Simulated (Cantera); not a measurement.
Feed: 1 mol CF4, 1.5 mol H2, 0.011 mol CH4, equilibrated at 3073 K and 5.20e-5 bar.

Method: chemical equilibrium by Gibbs-energy minimisation in Cantera with the NASA 1993 tables (ideal gas, pure condensed phases). Kinetics and transport are ignored.

```csv
species,before,after
F,0.483,0.355
HF,0.0334,0.346
H,0.362,0.199
C3,0.00249,0.0368
CF,0.00375,0.0199
C,0.111,0.0314
C5,1.90e-7,0.000147
C2H2 (acetylene),4.53e-8,1.84e-5
C4,5.99e-7,6.40e-5
CF2,2.99e-6,0.000299
C2H,1.77e-5,0.000510
H2,0.000176,0.00137
```
Gas species are given as mole fractions.

Question: Name the change that produced these shifts.
A) pressure from 5.20e-5 bar to 0.00133 bar
B) H2 from 1.5 to 0.083 mol
C) pressure from 5.20e-5 bar to 0.100 bar
D) H2 from 1.5 to 13 mol

Answer: A, pressure from 5.20e-5 bar to 0.00133 bar
